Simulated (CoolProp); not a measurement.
Properties of sulfur hexafluoride along the isotherm 78.45 °C (Tc = 45.6 °C, pc = 3755 kPa, ω = 0.210).

Values from CoolProp's reference Helmholtz-energy equation of state, Guder 2009.

```json
[
 {"p (kPa)": "626", "phase": "gas", "cp (kJ/(kg K))": "0.7592", "speed of sound (m/s)": "142.3", "fugacity coefficient": "0.9602"},
 {"p (kPa)": "1250", "phase": "gas", "cp (kJ/(kg K))": "0.7808", "speed of sound (m/s)": "137.0", "fugacity coefficient": "0.9212"},
 {"p (kPa)": "1880", "phase": "gas", "cp (kJ/(kg K))": "0.8092", "speed of sound (m/s)": "131.5", "fugacity coefficient": "0.8825"},
 {"p (kPa)": "2500", "phase": "gas", "cp (kJ/(kg K))": "0.8465", "speed of sound (m/s)": "125.7", "fugacity coefficient": "0.8449"},
 {"p (kPa)": "3130", "phase": "gas", "cp (kJ/(kg K))": "0.8994", "speed of sound (m/s)": "119.6", "fugacity coefficient": "0.8072"},
 {"p (kPa)": "3750", "phase": "gas", "cp (kJ/(kg K))": "0.9752", "speed of sound (m/s)": "113.5", "fugacity coefficient": "0.7705"},
 {"p (kPa)": "4380", "phase": "supercritical", "cp (kJ/(kg K))": "1.093", "speed of sound (m/s)": "107.3", "fugacity coefficient": "0.7336"},
 {"p (kPa)": "5010", "phase": "supercritical", "cp (kJ/(kg K))": "1.276", "speed of sound (m/s)": "102.0", "fugacity coefficient": "0.6970"},
 {"p (kPa)": "5630", "phase": "supercritical", "cp (kJ/(kg K))": "1.523", "speed of sound (m/s)": "99.46", "fugacity coefficient": "0.6616"},
 {"p (kPa)": "6260", "phase": "supercritical", "cp (kJ/(kg K))": "1.711", "speed of sound (m/s)": "102.5", "fugacity coefficient": "0.6268"},
 {"p (kPa)": "6880", "phase": "supercritical", "cp (kJ/(kg K))": "1.687", "speed of sound (m/s)": "112.3", "fugacity coefficient": "0.5947"},
 {"p (kPa)": "7510", "phase": "supercritical", "cp (kJ/(kg K))": "1.564", "speed of sound (m/s)": "125.9", "fugacity coefficient": "0.5655"},
 {"p (kPa)": "8140", "phase": "supercritical", "cp (kJ/(kg K))": "1.451", "speed of sound (m/s)": "140.3", "fugacity coefficient": "0.5396"},
 {"p (kPa)": "8760", "phase": "supercritical", "cp (kJ/(kg K))": "1.368", "speed of sound (m/s)": "153.9", "fugacity coefficient": "0.5173"},
 {"p (kPa)": "9390", "phase": "supercritical", "cp (kJ/(kg K))": "1.305", "speed of sound (m/s)": "166.8", "fugacity coefficient": "0.4974"}
]
```

The peak of cp marks the crossing from liquid-like to gas-like fluid above the critical point.
